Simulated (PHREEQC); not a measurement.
Consider water at 20 °C with 0.0019 mol/kgw CuSO4, 3.5e-05 mol/kgw HCl and 0.023 mol/kgw KCl. Closed to the air; pH follows from the charge balance.

Computed with PHREEQC (ion-association model, wateq4f.dat).

```tsv
quantity	before	after
pH	4.54	4.57
ionic strength (mol/kgw)	0.0297	0.0362
Cu+2 (mol/kgw)	0.00170	0.00159
SO4-2 (mol/kgw)	0.00161	0.00319
CuSO4 (mol/kgw)	0.000157	0.000264
KSO4- (mol/kgw)	0.000125	0.000233
SI of Atacamite (Cu2(OH)3Cl)	-1.73	-1.74
SI of Tenorite (CuO)	-1.76	-1.75
```

**Question.** Which change was made?
A) HCl from 3.5e-05 to 7e-05 mol/kgw
B) 0.0021 mol/kgw MgSO4 added
C) temperature from 20 to 50 °C
D) temperature from 20 to 25 °C
E) 0.0023 mol/kgw H2SO4 added

**Answer.** B, 0.0021 mol/kgw MgSO4 added

This is a speciation only: nothing precipitates in the calculation.
